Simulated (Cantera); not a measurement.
Input: 1 mol SiH₄, 0.3 mol O₃, 37 mol H₂, equilibrated at 1975 K and 1.33 mbar.

Cantera equilibrium calculation (NASA polynomials, part measured and part estimated; ideal gas, pure solids and liquids). Candidate condensed phases: H₂O, Si, SiO₂; 18 gas species. Rates play no part.

Task: What is the equilibrium state?

Result: 
| Property | Value |
|---|---|
| x(H₂) | 0.939 |
| x(H) | 0.0363 |
| x(SiO) | 0.0221 |
| x(Si) | 0.00238 |
| x(SiH) | 6.07e-5 |
| x(SiH₂) | 8.48e-6 |
| x(Si₂) | 2.28e-6 |
| gas amount | 40.74 mol |
| log10 activity of Si(l) (absent) | -1.01 |
